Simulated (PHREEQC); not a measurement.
HCl is added in steps, without added water, to 1 kg of water holding 0.074 mol NaHS, 0.00021 mol MgCl2 and 0.00011 mol K2SiO3, at 20 °C. The system is closed to oxygen. The system is closed to CO2. Solids allowed: Brucite, Quartz, Halite. Others were left out.

Base run: PHREEQC, ion-association model, wateq4f.dat. Each further column changes one thing. The table gives pH.

```json
[
 {"HCl added (mol)": "0", "base": "10.00", "Davies equation for every ion": "10.00", "Debye-Hückel limiting law": "9.93", "all activity coefficients set to 1": "(withheld)"},
 {"HCl added (mol)": "0.009875", "base": "7.72", "Davies equation for every ion": "7.73", "Debye-Hückel limiting law": "7.70", "all activity coefficients set to 1": "(withheld)"},
 {"HCl added (mol)": "0.02304", "base": "7.25", "Davies equation for every ion": "7.26", "Debye-Hückel limiting law": "7.22", "all activity coefficients set to 1": "(withheld)"},
 {"HCl added (mol)": "0.03292", "base": "7.00", "Davies equation for every ion": "7.01", "Debye-Hückel limiting law": "6.97", "all activity coefficients set to 1": "(withheld)"},
 {"HCl added (mol)": "0.04608", "base": "6.68", "Davies equation for every ion": "6.69", "Debye-Hückel limiting law": "6.66", "all activity coefficients set to 1": "(withheld)"},
 {"HCl added (mol)": "0.05596", "base": "6.41", "Davies equation for every ion": "6.42", "Debye-Hückel limiting law": "6.39", "all activity coefficients set to 1": "(withheld)"},
 {"HCl added (mol)": "0.06913", "base": "5.77", "Davies equation for every ion": "5.77", "Debye-Hückel limiting law": "5.74", "all activity coefficients set to 1": "5.88"},
 {"HCl added (mol)": "0.079", "base": "2.40", "Davies equation for every ion": "2.42", "Debye-Hückel limiting law": "2.46", "all activity coefficients set to 1": "(withheld)"}
]
```

Problem. What belongs in the gaps?

Solution. 
- 0, all activity coefficients set to 1: 10.17
- 0.009875, all activity coefficients set to 1: 7.83
- 0.02304, all activity coefficients set to 1: 7.36
- 0.03292, all activity coefficients set to 1: 7.11
- 0.04608, all activity coefficients set to 1: 6.80
- 0.05596, all activity coefficients set to 1: 6.53
- 0.079, all activity coefficients set to 1: 2.32

The polysulfide entries of wateq4f.dat were taken out for this run.
